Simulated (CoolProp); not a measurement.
The fluid at 458.28 K and 1.8 MPa is throttled through a valve to 0.826 MPa with no heat exchange. The same conditions are run with several fluids, on thermodynamics alone (safety and materials aside).

Values from CoolProp's reference Helmholtz-energy equation of state of each fluid (octamethylcyclotetrasiloxane (D4): Thol 2015; dodecamethylcyclohexasiloxane (D6): Colonna 2008; p-xylene: Zhou 2012; decamethyltetrasiloxane (MD2M): Thol 2017; n-undecane: Aleksandrov 2011).

```
fluid                               temperature change (K)  final density (kg/m³)
----------------------------------  ----------------------  ---------------------
octamethylcyclotetrasiloxane (D4)                     +0.1                    756
dodecamethylcyclohexasiloxane (D6)                    +0.2                      …
p-xylene                                              +0.2                      …
decamethyltetrasiloxane (MD2M)                        +0.1                      …
n-undecane                                            +0.2                      …
```

Problem. Fill in the missing entries.

Solution. 
- dodecamethylcyclohexasiloxane (D6), final density (kg/m³): 790
- p-xylene, final density (kg/m³): 705
- decamethyltetrasiloxane (MD2M), final density (kg/m³): 682
- n-undecane, final density (kg/m³): 611
